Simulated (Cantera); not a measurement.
Feed: 1 mol AlN, 0.3 mol H₂O, a varied amount of O₂, held at 825 K and 1.80 bar.

Cantera equilibrium calculation (NASA polynomials, part measured and part estimated; ideal gas, pure solids and liquids). Candidate condensed phases: Al, AlN, Al₂O₃, H₂O; 35 gas species. Kinetics and transport are ignored.

Problem. Which condensed phases are stable at each of these points (n(O₂) (mol)): 0.17, 0.21, 0.25, 0.3, 0.36, 0.44, 0.53, 0.63, 0.76?

Solution. 
```tsv
n(O₂) (mol)	condensed phases	Al condensed (%)
0.17	AlN(s) + Al₂O₃(s)	100.0
0.21	AlN(s) + Al₂O₃(s)	100.0
0.25	AlN(s) + Al₂O₃(s)	100.0
0.3	AlN(s) + Al₂O₃(s)	100.0
0.36	AlN(s) + Al₂O₃(s)	100.0
0.44	AlN(s) + Al₂O₃(s)	100.0
0.53	AlN(s) + Al₂O₃(s)	100.0
0.63	Al₂O₃(s)	100.0
0.76	Al₂O₃(s)	100.0
```

From 0.17 mol O₂ to 0.53 mol O₂ the condensed part is AlN(s) + Al₂O₃(s). From 0.63 mol O₂ to 0.76 mol O₂ the condensed part is Al₂O₃(s).
